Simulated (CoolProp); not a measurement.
Properties of R123 along the isobar 0.174 MPa.

The numbers come from the reference Helmholtz-energy equation of state, Younglove 1994 in CoolProp. It is a modified Benedict-Webb-Rubin equation, recast in Helmholtz form.

```
T (K)  phase  speed of sound (m/s)  isothermal compressibility (1/MPa)  expansivity (1/kK)
-----  -----  --------------------  ----------------------------------  ------------------
342.3    gas                 136.3                               6.042               3.454
346.7    gas                 137.4                               6.027               3.382
351.1    gas                 138.5                               6.013               3.314
355.5    gas                 139.5                               6.000               3.250
359.9    gas                 140.6                               5.988               3.189
364.3    gas                 141.6                               5.977               3.131
368.7    gas                 142.6                               5.966               3.075
373      gas                 143.6                               5.957               3.024
377.4    gas                 144.6                               5.947               2.973
381.8    gas                 145.5                               5.939               2.925
386.2    gas                 146.5                               5.930               2.878
390.6    gas                 147.5                               5.923               2.833
395      gas                 148.4                               5.915               2.791
399.4    gas                 149.3                               5.908               2.749
403.8    gas                 150.3                               5.902               2.710
408.1    gas                 151.1                               5.896               2.672
```
